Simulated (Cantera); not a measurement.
What does this Cantera script print?

```python
import numpy as np
import cantera as ct

gas_names = [...]  # 114 gases of nasa_gas.yaml made of C, Fe, H, O
cond_names = """
    C(gr) C6H6(L) C7H8(L) C8H18(L),n-octa Fe(a) Fe(c) Fe(d) Fe(L) FeC5O5(L) FeO(s) FeO(L) Fe(OH)2(s)
    Fe(OH)3(s) Fe2O3(s) Fe3O4(s) H2O(s) H2O(L)
""".split()


# ... load() reads the species with a 1 bar reference pressure and builds the phases ...
atoms = {
    'Fe(CO)5': {'Fe': 1, 'C': 5, 'O': 5},
    'H2': {'H': 2},
}
top_T = {'C(gr)': 4500, 'Fe2O3(s)': 1830, 'Fe3O4(s)': 1870}  # K; cautious upper limits of use, not melting points


# ... equilibrate(T, P, feed) seeds the gas with the atoms and calls Mixture.equilibrate('TP', solver="vcs", rtol=1e-11, max_steps=5000) ...
results = []
feed = {'Fe(CO)5': 1, 'H2': 9.3}  # mol
T = 973  # K
P = 93000  # Pa
mix = equilibrate(T, P, feed)
results.append((T, P, feed, dict(zip(mix.species_names, mix.species_moles))))
print(gas.report(threshold=1e-06))
for i in range(1, mix.n_phases):
    print(f"{mix.phase(i).name:16s} {mix.phase_moles(i):12.5e} mol")
```

It prints:

```
       temperature   973 K
          pressure   93000 Pa
           density   0.13764 kg/m^3
  mean mol. weight   11.973 kg/kmol
   phase of matter   gas

                          1 kg             1 kmol
                     ---------------   ---------------
          enthalpy       -3.8173e+06       -4.5704e+07  J
   internal energy        -4.493e+06       -5.3794e+07  J
           entropy             17120        2.0498e+05  J/K
    Gibbs function       -2.0475e+07       -2.4515e+08  J
 heat capacity c_p            2894.3             34653  J/K
 heat capacity c_v            2199.9             26339  J/K

                      mass frac. Y      mole frac. X     chem. pot. / RT
                     ---------------   ---------------   ---------------
               CH4          0.057121           0.04263           -37.536
                CO           0.53981           0.23075           -40.731
               CO2           0.18256          0.049667           -79.978
                H2           0.10056           0.59724           -18.026
               H2O           0.11994          0.079715           -57.273
     [ +109 minor]        1.7413e-06         6.937e-07

C(gr)             1.05847e+00 mol
Fe(a)             1.00000e+00 mol
FeC5O5(L)         0.00000e+00 mol
FeO(s)            0.00000e+00 mol
Fe(OH)2(s)        0.00000e+00 mol
Fe(OH)3(s)        0.00000e+00 mol
Fe2O3(s)          0.00000e+00 mol
Fe3O4(s)          0.00000e+00 mol
```

Equilibrium computed with Cantera from the NASA thermochemical tables; the gas is ideal and each condensed phase is pure. Condensed phases not in the tables: cementite and carbon dissolved in iron.
